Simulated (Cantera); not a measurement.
Input (Python, Cantera) and output of one run.

```python
import numpy as np
import cantera as ct

gas_names = """
    CL CLO CL2 Fe FeCL FeCL2 FeCL3 FeO Fe(OH)2 Fe2CL4 Fe2CL6 H HCL HOCL HO2 H2 H2O H2O2 O OH O2 O3
""".split()
cond_names = """
    Fe(a) Fe(c) Fe(d) Fe(L) FeCL2(s) FeCL2(L) FeCL3(s) FeCL3(L) FeO(s) FeO(L) Fe(OH)2(s) Fe(OH)3(s)
    Fe2O3(s) Fe3O4(s) H2O(s) H2O(L)
""".split()


def load(file, names, dense=False):
    # The tables refer to 1 bar. Condensed volumes are neglected.
    table = {s.name: s for s in ct.Species.list_from_file(file)}
    out = []
    for n in names:
        d = dict(table[n].input_data)
        d["thermo"] = dict(d["thermo"], **{"reference-pressure": 1e5})
        if dense:
            d["equation-of-state"] = {"model": "constant-volume", "density": "1e6 g/cm^3"}
        out.append(ct.Species.from_dict(d))
    return out


gas = ct.Solution(thermo="ideal-gas", species=load("nasa_gas.yaml", gas_names))
cond = {s.name: ct.Solution(thermo="fixed-stoichiometry", species=[s], name=s.name)
        for s in load("nasa_condensed.yaml", cond_names, dense=True)}
atoms = {
    'Fe2O3': {'Fe': 2, 'O': 3},
    'HCl': {'H': 1, 'CL': 1},
}
top_T = {'Fe2O3(s)': 1830, 'Fe3O4(s)': 1870}  # K; cautious upper limits of use, not melting points


def equilibrate(T, P, feed):
    n = {}
    for name, mol in feed.items():
        for a, k in atoms[name].items():
            n[a] = n.get(a, 0.0) + k * mol
    gas.TPX = T, P, n
    mass = sum(n.values()) * gas.mean_molecular_weight
    gas.equilibrate("TP")
    valid = [c for c in cond.values() if c.min_temp <= T <= top_T.get(c.name, c.max_temp)]
    mix = ct.Mixture([(gas, mass / gas.mean_molecular_weight)] + [(c, 0.0) for c in valid])
    mix.T, mix.P = T, P
    mix.equilibrate("TP", solver="vcs", rtol=1e-11, max_steps=5000)
    return mix


results = []
feed = {'Fe2O3': 1, 'HCl': 39}  # mol
for P in [1, 6.8, 46, 320, 2200, 15000, 100000]:
    for T in [873, 923, 973, 1023, 1073, 1123, 1173, 1223, 1273, 1323]:
        mix = equilibrate(T, P, feed)
        results.append((T, P, feed, dict(zip(mix.species_names, mix.species_moles))))

for T, P, feed, n in results:
    print(f"{T:7g} {P:10.4g}  " + (" + ".join(c for c in cond_names if n.get(c, 0) > 1e-12) or "gas only"))
```

Output:

```
    873          1  Fe2O3(s)
    923          1  Fe2O3(s)
    973          1  Fe2O3(s)
   1023          1  Fe2O3(s)
   1073          1  Fe2O3(s)
   1123          1  Fe2O3(s)
   1173          1  gas only
   1223          1  gas only
   1273          1  gas only
   1323          1  gas only
    873        6.8  Fe2O3(s)
    923        6.8  Fe2O3(s)
    973        6.8  Fe2O3(s)
   1023        6.8  Fe2O3(s)
   1073        6.8  Fe2O3(s)
   1123        6.8  Fe2O3(s)
   1173        6.8  gas only
   1223        6.8  gas only
   1273        6.8  gas only
   1323        6.8  gas only
    873         46  Fe2O3(s)
    923         46  Fe2O3(s)
    973         46  Fe2O3(s)
   1023         46  Fe2O3(s)
   1073         46  Fe2O3(s)
   1123         46  Fe2O3(s)
   1173         46  Fe2O3(s)
   1223         46  gas only
   1273         46  gas only
   1323         46  gas only
    873        320  Fe2O3(s)
    923        320  Fe2O3(s)
    973        320  Fe2O3(s)
   1023        320  Fe2O3(s)
   1073        320  Fe2O3(s)
   1123        320  Fe2O3(s)
   1173        320  Fe2O3(s)
   1223        320  gas only
   1273        320  gas only
   1323        320  gas only
    873       2200  Fe2O3(s)
    923       2200  Fe2O3(s)
    973       2200  Fe2O3(s)
   1023       2200  Fe2O3(s)
   1073       2200  Fe2O3(s)
   1123       2200  Fe2O3(s)
   1173       2200  Fe2O3(s)
   1223       2200  Fe2O3(s)
   1273       2200  gas only
   1323       2200  gas only
    873    1.5e+04  Fe2O3(s)
    923    1.5e+04  Fe2O3(s)
    973    1.5e+04  Fe2O3(s)
   1023    1.5e+04  Fe2O3(s)
   1073    1.5e+04  Fe2O3(s)
   1123    1.5e+04  Fe2O3(s)
   1173    1.5e+04  Fe2O3(s)
   1223    1.5e+04  gas only
   1273    1.5e+04  gas only
   1323    1.5e+04  gas only
    873      1e+05  Fe2O3(s)
    923      1e+05  Fe2O3(s)
    973      1e+05  Fe2O3(s)
   1023      1e+05  Fe2O3(s)
   1073      1e+05  Fe2O3(s)
   1123      1e+05  gas only
   1173      1e+05  gas only
   1223      1e+05  gas only
   1273      1e+05  gas only
   1323      1e+05  gas only
```

Equilibrium computed with Cantera from the NASA thermochemical tables; the gas is ideal and each condensed phase is pure. Condensed phases not in the tables: FeOCl.
